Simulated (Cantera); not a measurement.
Feed: 1 mol Fe(CO)₅, a varied amount of H₂, held at 1025 K and 1 atm.

Points: n(H2) (mol) = 0.67, 1.3, 2.7, 5.3, 11, 21, 42, 84.

Cantera's Mixture.equilibrate('TP', solver="vcs", rtol=1e-11, max_steps=5000) on the NASA tables stopped like this:

```
T = 1025 K  P = 101325 Pa  n(H2) = 0.67 mol  gas = 4.764 mol
   x: CO 6.930e-01  CO2 1.674e-01  H2 1.168e-01  H2O 2.177e-02  CH4 1.017e-03
   condensed (mol): C(gr) 0.8963  Fe(a) 1
T = 1025 K  P = 101325 Pa  n(H2) = 1.3 mol  gas = 5.37 mol
   x: CO 6.249e-01  H2 2.020e-01  CO2 1.361e-01  H2O 3.394e-02  CH4 3.040e-03
   condensed (mol): C(gr) 0.8969  Fe(a) 1
T = 1025 K  P = 101325 Pa  n(H2) = 2.7 mol  gas = 6.711 mol
   x: CO 5.141e-01  H2 3.385e-01  CO2 9.212e-02  H2O 4.678e-02  CH4 8.533e-03
   condensed (mol): C(gr) 0.8748  Fe(a) 1
ERROR: FAILURE its = 5001!

*******************************************************************************
CanteraError thrown by MultiPhase::equilibrate:
VCS solver failed. Return code: -1
*******************************************************************************
```

Task: What got this run through?

Result: One answer among several that fit: The failure is numerical, not chemical. The same input converged with solver="gibbs", rtol=1e-10, max_steps=50000, and the result passed a check of the equilibrium conditions:
```
T = 1025 K  P = 101325 Pa  n(H2) = 0.67 mol  gas = 4.764 mol
   x: CO 6.930e-01  CO2 1.674e-01  H2 1.168e-01  H2O 2.177e-02  CH4 1.017e-03
   condensed (mol): C(gr) 0.8963  Fe(a) 1
T = 1025 K  P = 101325 Pa  n(H2) = 1.3 mol  gas = 5.37 mol
   x: CO 6.249e-01  H2 2.020e-01  CO2 1.361e-01  H2O 3.394e-02  CH4 3.040e-03
   condensed (mol): C(gr) 0.8969  Fe(a) 1
T = 1025 K  P = 101325 Pa  n(H2) = 2.7 mol  gas = 6.711 mol
   x: CO 5.141e-01  H2 3.385e-01  CO2 9.212e-02  H2O 4.678e-02  CH4 8.533e-03
   condensed (mol): C(gr) 0.8748  Fe(a) 1
T = 1025 K  P = 101325 Pa  n(H2) = 5.3 mol  gas = 9.183 mol
   x: H2 4.902e-01  CO 3.882e-01  CO2 5.254e-02  H2O 5.116e-02  CH4 1.789e-02
   condensed (mol): C(gr) 0.7879  Fe(a) 1
T = 1025 K  P = 101325 Pa  n(H2) = 11 mol  gas = 14.57 mol
   x: H2 6.481e-01  CO 2.539e-01  H2O 4.424e-02  CH4 3.128e-02  CO2 2.248e-02
   condensed (mol): C(gr) 0.5163  Fe(a) 1
T = 1025 K  P = 101325 Pa  n(H2) = 21 mol  gas = 23.99 mol
   x: H2 7.587e-01  CO 1.577e-01  CH4 4.183e-02  H2O 3.295e-02  CO2 8.881e-03
   condensed (mol): Fe(a) 1
T = 1025 K  P = 101325 Pa  n(H2) = 42 mol  gas = 44.1 mol
   x: H2 8.571e-01  CO 7.703e-02  CH4 3.293e-02  H2O 2.949e-02  CO2 3.436e-03
   condensed (mol): Fe(a) 1
T = 1025 K  P = 101325 Pa  n(H2) = 84 mol  gas = 84.99 mol
   x: H2 9.187e-01  CO 3.417e-02  CH4 2.358e-02  H2O 2.249e-02  CO2 1.085e-03
   condensed (mol): Fe(a) 1
```

The gas is ideal and each condensed phase is pure. Condensed phases not in the tables: cementite and carbon dissolved in iron.
